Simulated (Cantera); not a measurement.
An adiabatic, constant-volume homogeneous reactor starts with CO : H2 : O2 : N2 : H2O = 1 : 1.4 : 3.64 : 13.7 : 1.9 (molar parts), equivalence ratio 0.33, at 1725 K and 750 Torr.

Computed with Cantera and GRI-Mech 3.0 (53 species, 325 reactions).

Predict: time of steepest temperature rise; temperature at 3.00 s; equilibrium temperature; x(CO) at 3.00 s; x(H2) at 3.00 s; x(O2) at 3.00 s; x(NO) at 3.00 s; x(NO2) at 3.00 s; x(HO2) at 3.00 s.

time of steepest temperature rise: 13.2 µs
temperature at 3.00 s: 2475 K
equilibrium temperature: 2475 K
x(CO) at 3.00 s: 0.00376 (gas-phase equilibrium 0.00376)
x(H2) at 3.00 s: 0.00208 (gas-phase equilibrium 0.00208)
x(O2) at 3.00 s: 0.109 (gas-phase equilibrium 0.109)
x(NO) at 3.00 s: 0.0145 (gas-phase equilibrium 0.0145)
x(NO2) at 3.00 s: 1.12e-5 (gas-phase equilibrium 1.12e-5)
x(HO2) at 3.00 s: 1.09e-5 (gas-phase equilibrium 1.09e-5)
